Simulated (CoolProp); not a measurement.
Saturation properties of sulfur hexafluoride.

Model: reference Helmholtz-energy equation of state, Guder 2009, in CoolProp.

```json
[
 {"T (K)": "254.3", "p (kPa)": "715.3", "enthalpy of vaporisation (kJ/kg)": "95.87", "liquid viscosity (µPa s)": "254"},
 {"T (K)": "258.9", "p (kPa)": "826.3", "enthalpy of vaporisation (kJ/kg)": "93.24", "liquid viscosity (µPa s)": "235"},
 {"T (K)": "263.4", "p (kPa)": "946.8", "enthalpy of vaporisation (kJ/kg)": "90.51", "liquid viscosity (µPa s)": "218"},
 {"T (K)": "268", "p (kPa)": "1083", "enthalpy of vaporisation (kJ/kg)": "87.56", "liquid viscosity (µPa s)": "202"},
 {"T (K)": "272.5", "p (kPa)": "1229", "enthalpy of vaporisation (kJ/kg)": "84.48", "liquid viscosity (µPa s)": "187"},
 {"T (K)": "277.1", "p (kPa)": "1394", "enthalpy of vaporisation (kJ/kg)": "81.12", "liquid viscosity (µPa s)": "172"},
 {"T (K)": "281.6", "p (kPa)": "1570", "enthalpy of vaporisation (kJ/kg)": "77.59", "liquid viscosity (µPa s)": "159"},
 {"T (K)": "286.1", "p (kPa)": "1762", "enthalpy of vaporisation (kJ/kg)": "73.76", "liquid viscosity (µPa s)": "147"},
 {"T (K)": "290.7", "p (kPa)": "1976", "enthalpy of vaporisation (kJ/kg)": "69.48", "liquid viscosity (µPa s)": "135"},
 {"T (K)": "295.2", "p (kPa)": "2204", "enthalpy of vaporisation (kJ/kg)": "64.85", "liquid viscosity (µPa s)": "123"},
 {"T (K)": "299.8", "p (kPa)": "2457", "enthalpy of vaporisation (kJ/kg)": "59.52", "liquid viscosity (µPa s)": "112"},
 {"T (K)": "304.3", "p (kPa)": "2725", "enthalpy of vaporisation (kJ/kg)": "53.47", "liquid viscosity (µPa s)": "101"},
 {"T (K)": "308.8", "p (kPa)": "3017", "enthalpy of vaporisation (kJ/kg)": "46.18", "liquid viscosity (µPa s)": "88.6"},
 {"T (K)": "313.4", "p (kPa)": "3341", "enthalpy of vaporisation (kJ/kg)": "36.28", "liquid viscosity (µPa s)": "74.7"}
]
```

Viscosity comes from a separate model (Quiñones-Cisneros 2012).
